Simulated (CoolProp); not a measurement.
Values from CoolProp's reference Helmholtz-energy equation of state, Lemmon 2006. It is a short technical equation, of lower accuracy than the large ones.

Question: For carbonyl sulfide, give the phase and the Z, expansivity (1/kK) at 410.7 K and 39.8 bar; 410.7 K and 99.5 bar; 410.7 K and 219 bar.

Answer: 
- 410.7 K and 39.8 bar: gas; Z 0.815, expansivity 4.61
- 410.7 K and 99.5 bar: supercritical; Z 0.398, expansivity 25.0
- 410.7 K and 219 bar: supercritical; Z 0.506, expansivity 4.21
